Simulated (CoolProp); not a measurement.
Values from CoolProp's reference Helmholtz-energy equation of state, Lemmon 2006. It is a short technical equation, of lower accuracy than the large ones.

Question: Give the vapour pressure (MPa), liquid density (kg/m³), enthalpy of vaporisation (kJ/kg), liquid cp (kJ/(kg K)) of saturated CH3F (R41) at -82.95, -29.25, 24.55 °C.

Answer: 
| T (°C) | p (MPa) | liquid density (kg/m³) | enthalpy of vaporisation (kJ/kg) | liquid cp (kJ/(kg K)) |
|---|---|---|---|---|
| -82.95 | 0.0781 | 891 | 494 | 2.07 |
| -29.25 | 0.841 | 767 | 405 | 2.27 |
| 24.55 | 3.79 | 576 | 240 | 3.69 |
